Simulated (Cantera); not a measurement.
A Cantera script and what it prints.

```python
import numpy as np
import cantera as ct

gas_names = """
    SO2 Pb O2 SF4 F2 SF6
""".split()
cond_names = """
    PbF2(a) PbF2(b) PbF2(L) PbS(s) PbS(L) PbO(rd) PbO(yw) PbO(L)
""".split()


# ... load() reads the species with a 1 bar reference pressure and builds the phases ...
species = {s.name: s for s in load("nasa_gas.yaml", gas_names) + load("nasa_condensed.yaml", cond_names)}
# Each term lists the table entries of one substance; the one whose range holds T is used.
reactions = {
    '2 PbF2 + SO2(g) = 2 Pb(g) + O2(g) + SF4(g)':
        [(-2, ['PbF2(a)', 'PbF2(b)', 'PbF2(L)']), (-1, ['SO2']), (2, ['Pb']), (1, ['O2']), (1, ['SF4'])],
    '9 F2(g) + SO2(g) + 2 PbS = 3 SF6(g) + 2 PbO':
        [(-9, ['F2']), (-1, ['SO2']), (-2, ['PbS(s)', 'PbS(L)']), (3, ['SF6']), (2, ['PbO(rd)', 'PbO(yw)', 'PbO(L)'])],
}


def pick(names, T):
    return next(species[n] for n in names if species[n].thermo.min_temp <= T <= species[n].thermo.max_temp)


results = []
for label, terms in reactions.items():
    print(label)
    print("     T/K   dH/kJ  dS/(J/K)   dG/kJ   log10 K")
    for T in [300, 873, 923, 973, 1023, 1073, 1123, 1173, 1223, 1273, 1323]:
        used = [(nu, pick(names, T)) for nu, names in terms]
        dH = sum(nu * s.thermo.h(T) for nu, s in used) / 1e6
        dS = sum(nu * s.thermo.s(T) for nu, s in used) / 1e3
        dG = dH - T * dS / 1e3
        logK = -dG * 1e6 / (ct.gas_constant * T * np.log(10))
        results.append((label, T, dH, dS, dG, logK, [s.name for _, s in used]))
        print(f"{T:8g} {dH:8.1f} {dS:8.1f} {dG:8.1f} {logK:8.2f}")
```

Output:

```
2 PbF2 + SO2(g) = 2 Pb(g) + O2(g) + SF4(g)
     T/K   dH/kJ  dS/(J/K)   dG/kJ   log10 K
     300   1277.9    381.2   1163.6  -202.59
     873   1231.0    304.5    965.2   -57.75
     923   1228.2    301.4    950.0   -53.76
     973   1225.6    298.6    935.0   -50.20
    1023   1222.9    295.9    920.2   -46.98
    1073   1221.4    294.5    905.4   -44.08
    1123   1188.7    264.9    891.3   -41.46
    1173   1184.1    260.8    878.2   -39.10
    1223   1179.5    257.0    865.2   -36.95
    1273   1174.9    253.3    852.5   -34.98
    1323   1170.4    249.8    839.9   -33.16
9 F2(g) + SO2(g) + 2 PbS = 3 SF6(g) + 2 PbO
     T/K   dH/kJ  dS/(J/K)   dG/kJ   log10 K
     300  -3606.9  -1248.9  -3232.2   562.77
     873  -3586.1  -1218.8  -2522.0   150.90
     923  -3583.0  -1215.4  -2461.2   139.28
     973  -3579.9  -1212.1  -2400.5   128.87
    1023  -3576.8  -1209.0  -2340.0   119.48
    1073  -3573.6  -1206.0  -2279.6   110.97
    1123  -3570.4  -1203.1  -2219.4   103.23
    1173  -3516.1  -1156.2  -2159.9    96.18
    1223  -3512.4  -1153.1  -2102.2    89.78
    1273  -3508.8  -1150.2  -2044.6    83.89
    1323  -3505.2  -1147.4  -1987.1    78.45
```

Cantera with NASA thermochemical tables; ideal gases at 1 bar, condensed phases pure. Condensed species are held in their standard states even where they would react or evaporate.
